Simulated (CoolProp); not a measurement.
Model: reference Helmholtz-energy equation of state, Penoncello 2003, in CoolProp.

Problem. Give the vapour pressure (kPa), vapour density (kg/m³), enthalpy of vaporisation (kJ/kg), surface tension (mN/m) of saturated CHF3 (R23) at 197, 215.3, 227.6 K.

Solution. 
```tsv
T (K)	p (kPa)	vapour density (kg/m³)	enthalpy of vaporisation (kJ/kg)	surface tension (mN/m)
197	141	6.34	234	15.7
215.3	343	14.8	218	12.4
227.6	572	24.3	205	10.1
```

Surface tension comes from a separate correlation (Mulero 2012).
